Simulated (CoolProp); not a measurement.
Methanol at several states: Z from the reference equation and from simpler models built on Tc = 240.2 °C, pc = 82.16 bar, ω = 0.565; each cubic takes its own stable root.

The numbers come from the reference Helmholtz-energy equation of state, de Reuck 1993 in CoolProp.

```
T (°C)  p (bar)   phase  reference
------  -------  ------  ---------
218.15     47.6     gas     0.6572
335.45     11.6     gas     0.9751
12.95       207  liquid     0.3422
58.45       130  liquid     0.1966
```

**Question.** How far does each simpler model (van der Waals, Redlich-Kwong) lie from the reference over these 4 states: mean and median of the absolute difference, and the worst?

**Answer.** 
- van der Waals: mean 54.3 %, median 58.0 %, worst +101.0 % at 58.45 °C and 130 bar
- Redlich-Kwong: mean 21.9 %, median 23.9 %, worst +39.5 % at 58.45 °C and 130 bar
